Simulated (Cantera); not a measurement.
## Roasting and sulfation: FeS2 + H2S + N2

Input: 1 mol FeS2, 0.24 mol H2S, 7.7 mol N2, equilibrated at 550 °C and 10000 Pa.

Cantera equilibrium calculation (NASA polynomials, part measured and part estimated; ideal gas, pure solids and liquids). Candidate condensed phases: Fe, FeS, FeS2, S; 16 gas species. FeS: taken at fixed stoichiometry. Gases not in the tables: S3 to S7. Rates play no part.

| Item | Result |
|---|---|
| x(N2) | 0.967 |
| x(H2S) | 0.0290 |
| x(S2) | 0.00328 |
| x(H2) | 0.00116 |
| n(FeS(s)) | 0.0430 mol |
| n(FeS2(s)) | 0.957 mol |
| gas amount | 7.966 mol |
| log10 activity of S(l) (absent) | -1.52 |
| log10 activity of Fe(α) (absent) | -5.09 |
